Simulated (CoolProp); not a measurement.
Computed with CoolProp (reference Helmholtz-energy equation of state, Lemmon 2006). It is a short technical equation, of lower accuracy than the large ones.

Q: For R142b, give the phase and the Z, expansivity (1/kK) at 384.4 K and 5070 kPa; 384.4 K and 8450 kPa; 384.4 K and 18600 kPa.

A: 
- 384.4 K and 5070 kPa: liquid; Z 0.184, expansivity 5.04
- 384.4 K and 8450 kPa: liquid; Z 0.293, expansivity 3.71
- 384.4 K and 18600 kPa: liquid; Z 0.598, expansivity 2.40
